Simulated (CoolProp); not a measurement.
Methanol at several states: fugacity coefficient from the reference equation and from simpler models built on Tc = 240.2 °C, pc = 8216 kPa, ω = 0.565; each cubic takes its own stable root.

Model: reference Helmholtz-energy equation of state, de Reuck 1993, in CoolProp.

| T (°C) | p (kPa) | phase | reference |
|---|---|---|---|
| 268.55 | 72.7 | gas | 0.9978 |
| -21.65 | 36700 | liquid | 4.804e-5 |
| 248.55 | 21 | gas | 0.9993 |
| 233.45 | 31100 | liquid | 0.2215 |

Problem. How far does each simpler model (Redlich-Kwong, Soave-Redlich-Kwong, Peng-Robinson) lie from the reference over these 4 states: mean and median of the absolute difference, and the worst?

Solution. 
- Redlich-Kwong: mean 473.4 %, median 11.2 %, worst +1871.1 % at -21.65 °C and 36700 kPa
- Soave-Redlich-Kwong: mean 11.5 %, median 9.7 %, worst -26.5 % at -21.65 °C and 36700 kPa
- Peng-Robinson: mean 7.5 %, median 4.9 %, worst -20.1 % at -21.65 °C and 36700 kPa
